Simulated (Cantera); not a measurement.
Source: NASA polynomial tables (part measured, part estimated), evaluated in Cantera. Values are per mole of reaction as written; species without (g) are pure solids or liquids, kept so even where they would boil at 1 bar.

3 C + 2 SO3(g) ⇌ S2(g) + 3 CO2(g), with ΔH° = -260.6 kJ and ΔS° = 339.0 J/K at 300 K.

How far is the shortcut ΔG° ≈ ΔH°(300 K) − T·ΔS°(300 K) from the full temperature-dependent value at 523, 573, 623, 673, 723, 773, 823, 873, 923 K?


```csv
T (K),shortcut (kJ),full (kJ),difference (kJ),difference in log10 K
523,-437.9,-438.6,0.7,-0.07
573,-454.8,-455.7,0.9,-0.08
623,-471.8,-472.9,1.1,-0.09
673,-488.8,-489.9,1.2,-0.09
723,-505.7,-507.0,1.3,-0.09
773,-522.7,-524.0,1.3,-0.09
823,-539.6,-540.9,1.3,-0.09
873,-556.6,-557.9,1.3,-0.08
923,-573.5,-574.7,1.2,-0.07
```
The shortcut ignores the heat-capacity change of the reaction.
